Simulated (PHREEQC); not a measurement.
Dissolve 0.017 mol/kgw NaHCO3 and 0.012 mol/kgw NH3 at 30 °C. Closed to the air; pH follows from the charge balance.

Equilibrium calculation in PHREEQC: ion-association model, wateq4f.dat.

Task: The ionic strength comes out as 0.0232 mol/kgw. What activity coefficients do NH4+, Na+, NaCO3-, OH-, CO3-2 get?

Result: NH4+ 0.86, Na+ 0.86, NaCO3- 0.87, OH- 0.86, CO3-2 0.57.

Precipitation was switched off in this run. Complexes and solids missing from the database can't appear. Carbamate, which ammonia and carbonate form, is missing from the database.
